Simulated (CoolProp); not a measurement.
Properties of carbon monoxide along the isobar 824 kPa.

Values from CoolProp's reference Helmholtz-energy equation of state, Lemmon 2006. It is a short technical equation, of lower accuracy than the large ones.

```
T (K)  phase  density (kg/m³)  expansivity (1/kK)
-----  -----  ---------------  ------------------
115.6    gas            27.65               13.15
130.3    gas            23.38               10.08
145.1    gas            20.41               8.371
159.8    gas            18.21               7.241
174.5    gas            16.47               6.417
189.3    gas            15.05               5.779
204      gas            13.88               5.272
218.8    gas            12.88               4.851
233.5    gas            12.03               4.500
248.3    gas            11.28               4.198
263      gas            10.62               3.938
277.7    gas            10.04               3.710
292.5    gas            9.521               3.507
307.2    gas            9.055               3.327
322      gas            8.630               3.165
```
